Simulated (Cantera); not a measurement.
An adiabatic, constant-pressure homogeneous reactor starts with CH4 : O2 : N2 = 1 : 2.33 : 8.74 (molar parts), equivalence ratio 0.86, at 1625 K and 0.237 atm.

Computed with Cantera and GRI-Mech 3.0 (53 species, 325 reactions).

**Question.** Predict: time of steepest temperature rise; temperature at 3.00 s; equilibrium temperature; x(O2) at 3.00 s; x(H) at 3.00 s; x(O) at 3.00 s.

**Answer.** 
* **time of steepest temperature rise**: 1.28 ms
* **temperature at 3.00 s**: 2633 K
* **equilibrium temperature**: 2633 K
* **x(O2) at 3.00 s**: 0.0370 (gas-phase equilibrium 0.0370)
* **x(H) at 3.00 s**: 0.0110 (gas-phase equilibrium 0.0110)
* **x(O) at 3.00 s**: 0.0107 (gas-phase equilibrium 0.0107)
